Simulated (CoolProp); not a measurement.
Vapour-liquid equilibrium of ethanol (1) + n-octane (2) at 165.25 °C; x and y are mole fractions of (1).

Computed with CoolProp (multi-fluid Helmholtz-energy mixture model, Schroeder 2014 and Beckmüller 2019; pair parameters Bell 2016).

| x | bubble pressure (MPa) | y at the bubble point | dew pressure at overall composition x (MPa) | liquid density (mol/L) |
|---|---|---|---|---|
| 0.05 | 0.4652 | 0.406 | 0.2863 | 5.141 |
| 0.15 | 0.7322 | ? | 0.3218 | 5.454 |
| 0.25 | 0.8939 | 0.698 | 0.3665 | 5.820 |
| 0.35 | ? | 0.739 | 0.4245 | 6.255 |
| 0.45 | 1.079 | 0.769 | 0.5029 | 6.784 |
| 0.55 | 1.147 | 0.797 | 0.6148 | 7.439 |
| 0.65 | 1.212 | 0.827 | 0.7835 | 8.263 |
| 0.75 | 1.276 | 0.863 | 1.030 | 9.315 |
| 0.85 | 1.339 | 0.909 | 1.254 | ? |
| 0.95 | 1.397 | ? | 1.383 | 12.46 |

**Question.** Fill in the missing entries.

**Answer.** 
- 0.15, y at the bubble point: 0.624
- 0.35, bubble pressure (MPa): 0.9998
- 0.85, liquid density (mol/L): 10.67
- 0.95, y at the bubble point: 0.966

No azeotrope shows between x = 0.05 and 0.95.

Pair parameters are fitted to limited data, so mixtures are less certain than the pure fluids. With so large a gap from Raoult's law the liquid may split in two, which this calculation doesn't test in full.
